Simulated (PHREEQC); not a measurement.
Solution (25 °C and 300 atm): 0.029 mol HBr per kg of water. It is in equilibrium with CO2 at log p = 0 (atm). Otherwise closed; pH follows from the charge balance.

Equilibrium calculation in PHREEQC: ion-association model, phreeqc.dat.

Each row changes one thing in this solution. Precipitation was switched off in this run.

| case | pH | ionic strength (mol/kgw) | (CO2)2 (mol/kgw) | HCO3- (mol/kgw) |
|---|---|---|---|---|
| as made | 1.59 | 0.0290 | 9.03e-6 | 6.29e-7 |
| HBr replaced by ZnBr2 at the same molality | 3.72 | 0.0866 | 8.91e-6 | 9.04e-5 |
| temperature from 25 to 35 °C | 1.59 | 0.0290 | [?] | 5.40e-7 |
| diluted 100-fold with water | 3.49 | [?] | 9.09e-6 | 4.31e-5 |
| 0.011 mol/kgw NaOH added | 1.80 | 0.0290 | 9.03e-6 | 1.01e-6 |
| diluted 5-fold with water | 2.27 | [?] | 9.08e-6 | [?] |
| 0.006 mol/kgw HF added | 1.59 | 0.0292 | 9.03e-6 | 6.25e-7 |
| HBr from 0.029 to 0.29 mol/kgw | 0.64 | 0.290 | 8.50e-6 | 8.13e-8 |
| diluted 2-fold with water | 1.88 | 0.0145 | 9.06e-6 | 1.18e-6 |

### Question
Some entries are withheld; supply them.

### Answer

- temperature from 25 to 35 °C, (CO2)2 (mol/kgw): 7.62e-6
- diluted 100-fold with water, ionic strength (mol/kgw): 0.000333
- diluted 5-fold with water, ionic strength (mol/kgw): 0.00580
- diluted 5-fold with water, HCO3- (mol/kgw): 2.76e-6

Under pressure, the constants of complexes without a molar volume in the database are unreliable.
